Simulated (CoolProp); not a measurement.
Vapour-liquid equilibrium of R125 (1) + R236EA (2) at 0.516 MPa; x and y are mole fractions of (1).

Model: multi-fluid Helmholtz-energy mixture model, Lemmon 2005 and Rui 2013; pair parameters Bell 2016, in CoolProp.

```csv
x,"bubble temperature, mixture model (K)","bubble temperature, Raoult's law (K)","y, mixture model","y, Raoult's law"
0.05,321.1,320.2,0.188,0.230
0.125,312.5,311.1,0.403,0.463
0.2,305.1,303.6,0.556,0.615
0.275,298.8,297.3,0.667,0.719
0.35,293.3,292.0,0.748,0.792
0.425,288.5,287.4,0.808,0.845
0.5,284.3,283.3,0.854,0.885
0.575,280.6,279.7,0.890,0.915
0.65,277.3,276.5,0.919,0.939
0.725,274.3,273.7,0.942,0.957
0.8,271.5,271.1,0.962,0.972
0.875,269.0,268.7,0.978,0.984
0.95,266.6,266.5,0.992,0.994
```

The largest gap from Raoult's law is +1.5 K in bubble temperature, at x = 0.2. No azeotrope shows between x = 0.05 and 0.95.

Pair parameters are fitted to limited data, so mixtures are less certain than the pure fluids.
